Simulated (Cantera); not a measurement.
Input: 1 mol MgCl₂, 0.11 mol H₂O, a varied amount of H₂, at 0.100 bar.

Equilibrium computed with Cantera from the NASA thermochemical tables; the gas is ideal and each condensed phase is pure. Candidate condensed phases: H₂O, Mg, MgCl₂, MgO, Mg(OH)₂; 22 gas species. Rates play no part.

Stable condensed phases, one row left out:

```
T in °C \ n(H₂) in mol
           2 3.8 7.1  13  25  46  85
   1877    A   A   B   B   B   B   B
   1777    A   A   A   B   B   B   B
   1727    A   A   A   A   B   B   B
   1677    A   A   A   A   A   B   B
   1627    A   A   A   A   A   B   B
   1577    A   A   A   A   A   A   B
   1527    A   A   A   A   A   A   A
   1477    A   A   A   A   A   A   A
   1427    A   A   A   A   A   A   A
```

A: MgO; B: gas only.

**Question.** Give the row for 1827 °C.

**Answer.** 2: MgO; 3.8: MgO; 7.1: MgO; 13: gas only; 25: gas only; 46: gas only; 85: gas only.
